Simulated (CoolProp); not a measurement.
Vapour-liquid equilibrium of CH2F2 (R32) (1) + R125 (2) at 44.5 kPa; x and y are mole fractions of (1).

Computed with CoolProp (multi-fluid Helmholtz-energy mixture model, Tillner-Roth 1997 and Lemmon 2005; pair parameters Lemmon 2004).

```tsv
x	bubble temperature (K)	y at the bubble point	dew temperature at overall composition x (K)	liquid density (mol/L)
0.05	209.4	0.064	209.5	13.38
0.125	209.0	0.156	209.1	13.88
0.2	208.6	0.245	208.8	14.42
0.275	208.3	0.329	208.5	14.99
0.35	207.9	0.409	208.2	15.61
0.425	207.6	0.483	207.9	16.27
0.5	207.4	0.554	207.6	16.99
0.575	207.1	0.622	207.3	17.78
0.65	206.9	0.687	207.0	18.64
0.725	206.7	0.750	206.8	19.59
0.8	206.6	0.814	206.6	20.63
0.875	206.5	0.879	206.5	21.80
0.95	206.5	0.948	206.5	23.12
```

y crosses x between x = 0.875 and 0.95: the model has an azeotrope there.

Pair parameters are fitted to limited data, so mixtures are less certain than the pure fluids.
